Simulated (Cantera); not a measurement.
What does this Cantera script print?

```python
import numpy as np
import cantera as ct

gas = ct.Solution("SiF4_NH3_mec.yaml", "gas")
gas.TPX = 2400, 62000, {'NH3': 1, 'N2': 0.3}
inlet = ct.Reservoir(gas, clone=True)

reactor = ct.IdealGasConstPressureReactor(gas, energy="off", clone=False)
exhaust = ct.Reservoir(gas, clone=True)
tau = [4.4, 2.2, 1.1, 0.54, 0.27, 0.13, 0.065, 0.032, 0.016, 0.0079, 0.0039][0]
for a, b in ((inlet, reactor), (reactor, exhaust)):
    ct.MassFlowController(a, b, mdot=lambda t: reactor.mass / tau)
net = ct.ReactorNet([reactor])
show = ['NH3', 'H2', 'N', 'N2H4', 'NH2']

rows = []
print(f"{'tau/s':>10s}{'T/K':>9s}" + "".join(f"{s:>11s}" for s in show))
for tau in [4.4, 2.2, 1.1, 0.54, 0.27, 0.13, 0.065, 0.032, 0.016, 0.0079, 0.0039]:
    net.initial_time = 0.0
    net.advance(30 * tau)
    before = gas.X
    net.advance(40 * tau)
    drift = np.max(np.abs(gas.X - before) / (gas.X + 1e-9))
    rows.append([gas.T, *gas[show].X, drift])
    print(f"{tau:10.3e}{gas.T:9.1f}" + "".join(f"{x:11.3e}" for x in gas[show].X))
```

It prints:

```
     tau/s      T/K        NH3         H2          N       N2H4        NH2
 4.400e+00   2400.0  1.882e-04  6.388e-01  6.822e-06  4.522e-12  1.523e-05
 2.200e+00   2400.0  2.747e-04  6.389e-01  9.464e-06  9.317e-12  2.185e-05
 1.100e+00   2400.0  4.140e-04  6.392e-01  1.287e-05  1.977e-11  3.183e-05
 5.400e-01   2400.0  6.762e-04  6.398e-01  1.688e-05  4.564e-11  4.836e-05
 2.700e-01   2400.0  1.264e-03  6.409e-01  1.993e-05  1.178e-10  7.765e-05
 1.300e-01   2400.0  3.286e-03  6.420e-01  1.907e-05  4.111e-10  1.450e-04
 6.500e-02   2400.0  9.311e-03  6.393e-01  1.574e-05  1.465e-09  2.736e-04
 3.200e-02   2400.0  2.305e-02  6.289e-01  1.385e-05  4.573e-09  4.831e-04
 1.600e-02   2400.0  4.900e-02  6.075e-01  1.303e-05  1.225e-08  7.908e-04
 7.900e-03   2400.0  9.662e-02  5.675e-01  1.251e-05  3.051e-08  1.248e-03
 3.900e-03   2400.0  1.755e-01  5.007e-01  1.193e-05  6.916e-08  1.878e-03
```

Computed with Cantera and the gas-phase N/H chemistry of the illustrative SiF4/NH3 mechanism in the Surface Chemkin manual (1991). Walls and surfaces, which speed up NH3 decomposition in real reactors, are not modelled.
